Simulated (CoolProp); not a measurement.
Values from CoolProp's reference Helmholtz-energy equation of state, Lemmon 2006. It is a short technical equation, of lower accuracy than the large ones.

Problem. For carbonyl sulfide, give the phase and the density (kg/m³), cv (kJ/(kg K)), expansivity (1/kK), fugacity coefficient at 327.8 K and 30.7 MPa.

Solution. 
- 327.8 K and 30.7 MPa: liquid; density 1010, cv 0.718, expansivity 2.05, fugacity coefficient 0.124
